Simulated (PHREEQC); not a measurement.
A solution holds 0.0028 mol/kgw CuCl2 and 5.2e-05 mol/kgw HCl, at 24 °C. Closed to the air; pH follows from the charge balance.

The numbers come from PHREEQC with the ion-association model, phreeqc.dat.

| quantity | before | after |
|---|---|---|
| pH | 4.32 | 3.32 |
| CuCl+ (mol/kgw) | 2.77e-5 | 2.98e-5 |
| CuOH+ (mol/kgw) | 4.38e-7 | 4.41e-8 |
| Cu2(OH)2+2 (mol/kgw) | 9.19e-8 | 9.37e-10 |
| CuCl2 (mol/kgw) | 6.82e-8 | 7.89e-8 |
| Cu(OH)2 (mol/kgw) | 1.72e-8 | 1.75e-10 |

Task: Name the change that produced these shifts.
A) diluted 10-fold with water
B) HCl from 5.2e-05 to 0.00052 mol/kgw
C) temperature from 24 to 70 °C

Result: B, HCl from 5.2e-05 to 0.00052 mol/kgw

Precipitation was switched off in this run.
